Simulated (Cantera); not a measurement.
# Thermodynamics of carbothermic reduction, feed CuO + CH4 + CO

Charge: 1 mol CuO, a varied amount of CH4, 1.8 mol CO, equilibrated at 2198 K and 0.133 bar.

Method: chemical equilibrium by Gibbs-energy minimisation in Cantera with the NASA 1993 tables (ideal gas, pure condensed phases). Candidate condensed phases: C, C6H6, C7H8, C8H18, Cu, CuO, Cu(OH)2, Cu2O, H2O; 113 gas species. Equilibrium is a limit: real reactors are often held back by kinetics, nucleation or transport.

From 0.39 mol CH4 to 0.84 mol CH4 the condensed part is Cu(l). At 0.98 mol CH4 nothing is condensed. From 1.1 mol CH4 to 2.1 mol CH4 the condensed part is C(graphite). The main Cu-bearing gas is Cu throughout.

| n(CH4) (mol) | x CO | x H2 | x Cu | x H2O | x CO2 | x H | n Cu(l) | n C(graphite) |
|---|---|---|---|---|---|---|---|---|
| 0.39 | 0.531 | 0.121 | 0.171 | 0.0922 | 0.0765 | 0.00531 | 0.373 | 0 |
| 0.46 | 0.530 | 0.151 | 0.171 | 0.0838 | 0.0556 | 0.00593 | 0.329 | 0 |
| 0.53 | 0.526 | 0.181 | 0.171 | 0.0734 | 0.0405 | 0.00649 | 0.284 | 0 |
| 0.62 | 0.518 | 0.217 | 0.171 | 0.0587 | 0.0266 | 0.00710 | 0.227 | 0 |
| 0.72 | 0.508 | 0.253 | 0.171 | 0.0421 | 0.0160 | 0.00768 | 0.163 | 0 |
| 0.84 | 0.496 | 0.293 | 0.171 | 0.0230 | 0.00738 | 0.00825 | 0.0870 | 0 |
| 0.98 | 0.482 | 0.333 | 0.171 | 0.00272 | 0.000745 | 0.00880 | 0 | 0 |
| 1.1 | 0.465 | 0.360 | 0.164 | 1.28e-6 | 3.14e-7 | 0.00915 | 0 | 0.0889 |
| 1.3 | 0.436 | 0.399 | 0.154 | 1.33e-6 | 2.76e-7 | 0.00963 | 0 | 0.287 |
| 1.5 | 0.410 | 0.433 | 0.145 | 1.36e-6 | 2.44e-7 | 0.0100 | 0 | 0.485 |
| 1.8 | 0.377 | 0.478 | 0.133 | 1.38e-6 | 2.06e-7 | 0.0105 | 0 | 0.782 |
| 2.1 | 0.348 | 0.516 | 0.123 | 1.37e-6 | 1.76e-7 | 0.0110 | 0 | 1.08 |
x: gas mole fraction; n: condensed amount in mol.
